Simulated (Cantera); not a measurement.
What does this Cantera script print?

```python
import numpy as np
import cantera as ct

gas_names = """
    CL CL2 H HCL H2 N NH NH2 NH3 N2 N2H2 N2H4 Si SiCL SiCL2 SiCL3 SiCL4 SiH SiHCL3 SiH2 SiH2CL2 SiH3
    SiH3CL SiH4 SiN Si2 Si2N Si3
""".split()
cond_names = """
    NH4CL(a) NH4CL(b) Si(cr) Si(L) Si3N4(a)
""".split()


# ... load() reads the species with a 1 bar reference pressure and builds the phases ...
atoms = {
    'SiHCl3': {'Si': 1, 'H': 1, 'CL': 3},
    'N2': {'N': 2},
}
top_T = {'Si3N4(a)': 2400}  # K; cautious upper limits of use, not melting points


# ... equilibrate(T, P, feed) seeds the gas with the atoms and calls Mixture.equilibrate('TP', solver="vcs", rtol=1e-11, max_steps=5000) ...
results = []
feed = {'SiHCl3': 1, 'N2': 96}  # mol
P = 93000  # Pa
for T in [748, 848, 948, 1048, 1148, 1248, 1348, 1448, 1548, 1648, 1748, 1848]:
    mix = equilibrate(T, P, feed)
    results.append((T, P, feed, dict(zip(mix.species_names, mix.species_moles))))

top = {s: max(r[3][s] / sum(r[3][g] for g in gas_names) for r in results) for s in gas_names}
cols = sorted((s for s in top if top[s] > 1e-06), key=lambda s: -top[s])[:7]
seen = [c for c in cond_names if any(r[3].get(c, 0) > 1e-12 for r in results)]
print("log10 of partial pressures in bar; condensed amounts in mol")
print(f"{'T/K':>10s}" + "".join(f"{s[:9]:>10s}" for s in cols + seen))
for T, P, feed, n in results:
    ng = sum(n[g] for g in gas_names)
    print(f"{T:10.4g}" + "".join(f"{np.log10(max(n[s] / ng * P / 1e5, 1e-99)):10.3f}" for s in cols)
          + "".join(f"{n.get(c, 0):10.4g}" for c in seen))
```

Output:

```
log10 of partial pressures in bar; condensed amounts in mol
       T/K        N2       HCL     SiCL2     SiCL4     SiCL3        H2        CL  Si3N4(a)
       748    -0.038    -2.113   -12.815    -2.279    -8.685    -3.029   -13.108    0.1504
       848    -0.038    -2.092   -10.479    -2.288    -7.313    -3.129   -11.246    0.1537
       948    -0.038    -2.079    -8.643    -2.293    -6.233    -3.211    -9.775    0.1559
      1048    -0.038    -2.070    -7.162    -2.297    -5.361    -3.279    -8.582    0.1574
      1148    -0.038    -2.063    -5.944    -2.301    -4.644    -3.335    -7.596    0.1583
      1248    -0.038    -2.059    -4.928    -2.308    -4.047    -3.381    -6.767    0.1583
      1348    -0.038    -2.056    -4.072    -2.326    -3.550    -3.415    -6.063    0.1558
      1448    -0.038    -2.055    -3.356    -2.376    -3.149    -3.431    -5.464    0.1461
      1548    -0.039    -2.058    -2.779    -2.507    -2.867    -3.407    -4.964    0.1187
      1648    -0.039    -2.069    -2.368    -2.810    -2.760    -3.310    -4.570   0.06791
      1748    -0.040    -2.097    -2.139    -3.342    -2.866    -3.129    -4.286   0.01455
      1848    -0.040    -2.097    -2.081    -3.743    -2.997    -3.134    -3.924         0
```

Method: chemical equilibrium by Gibbs-energy minimisation in Cantera with the NASA 1993 tables (ideal gas, pure condensed phases). N2 is the only nitrogen source here; it is nearly inert below about 1500 K, so the nitride shown seldom forms there in practice. The tables' values for SiCl3 are old estimates; treat these amounts as uncertain.
